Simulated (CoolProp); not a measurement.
A Linde-Hampson liquefier for nitrogen: isothermal reversible compression at 290 K from 1 atm to 10 MPa, throttling to 1 atm, return gas leaving the recuperator 0 K below the feed. Each further row changes one setting.

The numbers come from the reference Helmholtz-energy equation of state, Span 2000 in CoolProp.

| case | liquid yield per pass | compression work (kJ/kg of gas) |
|---|---|---|
| as stated | 0.049 | 394 |
| high pressure 20 MPa | 0.082 | 455 |
| warm-end temperature 320 K | 0.036 | 437 |
| warm-end gap 5 K | 0.038 | 394 |
